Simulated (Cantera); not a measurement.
Charge: 1 mol CH2F2, 2 mol F2, held at 1302 °C and 1.00 bar.

Method: chemical equilibrium by Gibbs-energy minimisation in Cantera with the NASA 1993 tables (ideal gas, pure condensed phases). Candidate condensed phases: C, C6H6, C7H8, C8H18; 95 gas species. Gases not in the tables: C2F6 and larger saturated fluorocarbons. Rates play no part.

Base state: HF 0.667, CF4 0.333, F 1.99e-5 (mole fractions); condensed: gas only.

### Question
What changes in the equilibrium state with this change: F2 from 2 to 0.082 mol?

### Answer
| species | before | after |
|---|---|---|
| HF | 0.667 | 0.980 |
| CF4 | 0.333 | 0.0201 |
| CF2 | 4.55e-6 | 1.76e-5 |
| F | 1.99e-5 | 2.49e-6 |
| H2F2 | 5.16e-6 | 1.12e-5 |
| C(graphite), mol | 0 | 0.959 |

### Question
What changes in the equilibrium state with this change: 0.75 mol HCl added?

### Answer
```json
[
 {"species": "HF", "before": "0.667", "after": "0.598"},
 {"species": "CF4", "before": "0.333", "after": "0.235"},
 {"species": "HCl", "before": "0", "after": "0.117"},
 {"species": "Cl2", "before": "0", "after": "0.0271"},
 {"species": "Cl", "before": "0", "after": "0.0156"},
 {"species": "CClF3", "before": "0", "after": "0.00769"},
 {"species": "CCl2F2", "before": "0", "after": "0.000201"},
 {"species": "ClF", "before": "0", "after": "1.66e-5"},
 {"species": "CF2", "before": "4.55e-6", "after": "6.01e-5"},
 {"species": "CHF3", "before": "1.27e-6", "after": "1.51e-5"},
 {"species": "C(graphite), mol", "before": "0", "after": "0.0670"}
]
```
